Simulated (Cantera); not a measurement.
A freely propagating, adiabatic, planar premixed flame of H2 : O2 : N2 : H2O = 1 : 0.602 : 2.27 : 0.35 (molar parts), equivalence ratio 0.83, unburnt at 525 K and 6000 Torr; mixture-averaged transport, grid criteria slope 0.08 and curve 0.16, no radiation.

Computed with Cantera and the H2/O2 subset of GRI-Mech 3.0, which has no nitrogen chemistry. The hydrogen kinetics of GRI-Mech 3.0 are dated; newer H2 mechanisms differ, most at raised pressure. Burning velocities carry a grid error of a few per cent, more on coarse grids.

### Question
Predict: laminar burning velocity; thermal thickness; peak x(OH); peak x(HO2); peak x(H2O2).

### Answer
```
Item                         Result
------------------------  ---------
laminar burning velocity   166 cm/s
thermal thickness         0.0410 mm
peak x(OH)                  0.00865
peak x(HO2)                 0.00115
peak x(H2O2)               0.000314
```
